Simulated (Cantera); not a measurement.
An adiabatic, constant-pressure homogeneous reactor starts with CO : H2 : O2 : N2 = 1 : 0.29 : 0.358 : 1.35 (molar parts), at 1625 K and 19.0 bar. Integrator tolerance rtol = 1e-08.

Detailed kinetics in Cantera: GRI-Mech 3.0 (53 species, 325 reactions). The hydrogen kinetics of GRI-Mech 3.0 are dated; newer H2 mechanisms differ, most at raised pressure. The pressure lies above the range GRI-Mech 3.0 was tuned for (to about 10 atm). Above 3000 K some thermodynamic fits are extrapolated.

Problem. What does this change do: initial temperature 1625 to 1075 K?

Solution. 
```tsv
quantity	before	after
time of steepest temperature rise	0.869 µs	0.417 ms
temperature at 0.400 s	3084 K	2785 K
equilibrium temperature	3084 K	2785 K
x(CO) at 0.400 s	0.219 (gas-phase equilibrium 0.219)	0.205 (gas-phase equilibrium 0.205)
x(H2) at 0.400 s	0.0159 (gas-phase equilibrium 0.0159)	0.0156 (gas-phase equilibrium 0.0156)
x(O2) at 0.400 s	0.00513 (gas-phase equilibrium 0.00513)	0.000757 (gas-phase equilibrium 0.000757)
x(OH) at 0.400 s	0.0110 (gas-phase equilibrium 0.0110)	0.00360 (gas-phase equilibrium 0.00360)
x(NO) at 0.400 s	0.00658 (gas-phase equilibrium 0.00658)	0.00174 (gas-phase equilibrium 0.00174)
```
